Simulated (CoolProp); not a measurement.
Vapour-liquid equilibrium of R114 (1) + n-pentane (2) at 6.47 bar; x and y are mole fractions of (1).

Values from CoolProp's multi-fluid Helmholtz-energy mixture model, Platzer 1990 and Thol 2019; pair parameters Bell 2016. This equation is an older, rougher fit; its heat capacities, sound speeds and derivatives of the liquid may be far off and weren't checked against measurements.

Give the bubble temperature and the first vapour's composition at x = 0.2, 0.65, 0.8. Is there an azeotrope?

x = 0.2: 361.4 K, y = 0.400; x = 0.65: 344.3 K, y = 0.786; x = 0.8: 341.0 K, y = 0.874. No azeotrope shows between x = 0.05 and 0.95.

Pair parameters are fitted to limited data, so mixtures are less certain than the pure fluids.
